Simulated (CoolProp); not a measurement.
Vapour-liquid equilibrium of R143a (1) + fluoroethane (R161) (2) at 184.3 K; x and y are mole fractions of (1).

Computed with CoolProp (multi-fluid Helmholtz-energy mixture model, Lemmon and Jacobsen 2000 and Wu 2012; pair parameters Bell 2016).

```
x      bubble pressure (bar)  y at the bubble point  dew pressure at overall composition x (bar)  liquid density (mol/L)
-----  ---------------------  ---------------------  -------------------------------------------  ----------------------
0.05                     [?]                  0.100                                      0.04522                   18.25
0.125                0.05003                  0.228                                      0.04715                   17.96
0.2                  0.05336                  0.335                                      0.04922                   17.69
0.275                0.05652                  0.428                                      0.05144                   17.42
0.35                 0.05955                  0.510                                      0.05384                   17.16
0.425                0.06247                  0.584                                      0.05641                   16.90
0.5                  0.06530                  0.651                                      0.05916                     [?]
0.575                0.06807                    [?]                                      0.06212                   16.41
0.65                 0.07078                  0.770                                      0.06528                   16.18
0.725                    [?]                  0.824                                      0.06865                   15.95
0.8                  0.07610                  0.875                                          [?]                   15.73
0.875                0.07873                  0.924                                      0.07610                   15.51
0.95                 0.08134                  0.970                                      0.08019                   15.30
```

Problem. Some entries are withheld; supply them.

Solution. 
- 0.05, bubble pressure (bar): 0.04650
- 0.5, liquid density (mol/L): 16.65
- 0.575, y at the bubble point: 0.712
- 0.725, bubble pressure (bar): 0.07346
- 0.8, dew pressure at overall composition x (bar): 0.07226

No azeotrope shows between x = 0.05 and 0.95.

Pair parameters are fitted to limited data, so mixtures are less certain than the pure fluids.
